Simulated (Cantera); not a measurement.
Cantera run:

```python
import numpy as np
import cantera as ct

gas_names = """
    C CH CH2 CH3 CH2OH CH3O CH4 CH3OH CO CO2 COOH C2 C2H CHCO,ketyl C2H2,acetylene C2H2,vinylidene
    CH2CO,ketene C2H3,vinyl CH3CO,acetyl C2H4 C2H4O,ethylen CH3CHO,ethanal CH3COOH (HCOOH)2 C2H5 C2H6
    CH3OCH3 C2H5OH C2O C3 C3H3,propargyl C3H4,allene C3H4,propyne C3H4,cyclo- C3H5,allyl C3H6,propylene
    C3H6,cyclo- C3H6O C3H7,n-propyl C3H7,i-propyl C3H8 C3H8O,1propanol C3H8O,2propanol C3O2 C4 C4H2
    C4H4,1,3-cyclo- C4H6,butadiene C4H6,2-butyne C4H6,cyclo- C4H8,1-butene C4H8,cis2-buten
    C4H8,tr2-butene C4H8,isobutene C4H8,cyclo- (CH3COOH)2 C4H9,n-butyl C4H9,i-butyl C4H9,s-butyl
    C4H9,t-butyl C4H10,isobutane C4H10,n-butane C5 C5H6,1,3cyclo- C5H8,cyclo- C5H10,1-pentene
    C5H10,cyclo- C5H11,pentyl C5H11,t-pentyl C5H12,n-pentane C5H12,i-pentane CH3C(CH3)2CH3 C6H2
    C6H5,phenyl C6H5O,phenoxy C6H6 C6H5OH,phenol C6H10,cyclo- C6H12,1-hexene C6H12,cyclo- C6H13,n-hexyl
    C7H7,benzyl C7H8 C7H8O,cresol C7H14,1-heptene C7H15,n-heptyl C7H16,n-heptane C8H8,styrene
    C8H10,ethylbenz C8H16,1-octene C8H17,n-octyl C8H18,isooctane C8H18,n-octane C9H19,n-nonyl
    C10H8,naphthale C10H21,n-decyl C12H9,o-bipheny C12H10,bipheny H HCO HO2 H2 HCHO,formaldehy HCOOH H2O
    H2O2 O OH O2 O3
""".split()
cond_names = """
    C(gr) C6H6(L) C7H8(L) C8H18(L),n-octa H2O(s) H2O(L)
""".split()


def load(file, names, dense=False):
    # The tables refer to 1 bar. Condensed volumes are neglected.
    table = {s.name: s for s in ct.Species.list_from_file(file)}
    out = []
    for n in names:
        d = dict(table[n].input_data)
        d["thermo"] = dict(d["thermo"], **{"reference-pressure": 1e5})
        if dense:
            d["equation-of-state"] = {"model": "constant-volume", "density": "1e6 g/cm^3"}
        out.append(ct.Species.from_dict(d))
    return out


gas = ct.Solution(thermo="ideal-gas", species=load("nasa_gas.yaml", gas_names))
cond = {s.name: ct.Solution(thermo="fixed-stoichiometry", species=[s], name=s.name)
        for s in load("nasa_condensed.yaml", cond_names, dense=True)}
atoms = {
    'C': {'C': 1},
    'H2': {'H': 2},
    'CO2': {'C': 1, 'O': 2},
}
top_T = {'C(gr)': 4500}  # K; cautious upper limits of use, not melting points


def equilibrate(T, P, feed):
    n = {}
    for name, mol in feed.items():
        for a, k in atoms[name].items():
            n[a] = n.get(a, 0.0) + k * mol
    gas.TPX = T, P, n
    mass = sum(n.values()) * gas.mean_molecular_weight
    gas.equilibrate("TP")
    valid = [c for c in cond.values() if c.min_temp <= T <= top_T.get(c.name, c.max_temp)]
    mix = ct.Mixture([(gas, mass / gas.mean_molecular_weight)] + [(c, 0.0) for c in valid])
    mix.T, mix.P = T, P
    mix.equilibrate("TP", solver="vcs", rtol=1e-11, max_steps=5000)
    return mix


results = []
T = 700  # K
P = 1000  # Pa
for m in [0.58, 1.1, 1.7, 2.3, 2.9, 3.4, 4, 4.6, 5.1, 5.7]:
    feed = {'C': 1, 'H2': 88, 'CO2': m}  # mol
    mix = equilibrate(T, P, feed)
    results.append((T, P, feed, dict(zip(mix.species_names, mix.species_moles))))

top = {s: max(r[3][s] / sum(r[3][g] for g in gas_names) for r in results) for s in gas_names}
cols = sorted((s for s in top if top[s] > 0.001), key=lambda s: -top[s])[:6]
seen = [c for c in cond_names if any(r[3].get(c, 0) > 1e-12 for r in results)]
print("log10 of partial pressures in bar; condensed amounts in mol")
print(f"{'n(CO2)':>10s}" + "".join(f"{s[:9]:>10s}" for s in cols + seen))
for T, P, feed, n in results:
    ng = sum(n[g] for g in gas_names)
    print(f"{feed['CO2']:10.4g}" + "".join(f"{np.log10(max(n[s] / ng * P / 1e5, 1e-99)):10.3f}" for s in cols)
          + "".join(f"{n.get(c, 0):10.4g}" for c in seen))
```

Output:

```
log10 of partial pressures in bar; condensed amounts in mol
    n(CO2)        H2       H2O       CH4        CO       CO2
      0.58    -2.014    -3.900    -3.757    -5.178    -6.091
       1.1    -2.021    -3.636    -3.651    -4.785    -5.426
       1.7    -2.029    -3.466    -3.566    -4.504    -4.967
       2.3    -2.037    -3.355    -3.505    -4.309    -4.652
       2.9    -2.045    -3.276    -3.460    -4.162    -4.419
       3.4    -2.051    -3.225    -3.431    -4.064    -4.265
         4    -2.058    -3.176    -3.403    -3.968    -4.112
       4.6    -2.064    -3.137    -3.382    -3.887    -3.987
       5.1    -2.070    -3.110    -3.367    -3.830    -3.897
       5.7    -2.076    -3.083    -3.353    -3.770    -3.804
```

Cantera equilibrium calculation (NASA polynomials, part measured and part estimated; ideal gas, pure solids and liquids).
